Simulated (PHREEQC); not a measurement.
Consider water at 25 °C with 0.0057 mol Na2S per kg of water. Closed to the air; pH follows from the charge balance.

Model: ion-association model, phreeqc.dat, run in PHREEQC.

```
quantity                  before    after
------------------------  ------  -------
pH                         11.67     7.00
ionic strength (mol/kgw)  0.0118  0.00570
```

Q: Name the change that produced these shifts.
A) 0.00062 mol/kgw (CH3)4NCl added
B) diluted 5-fold with water
C) Na2S replaced by NaNO3 at the same molality
D) Na2S replaced by Na3PO4 at the same molality
E) Na2S from 0.0057 to 0.00627 mol/kgw

A: C, Na2S replaced by NaNO3 at the same molality

No solid was allowed to form. The database's pK near 12.9 for HS-/S-2 is now thought far too low, so its S-2 is overstated.
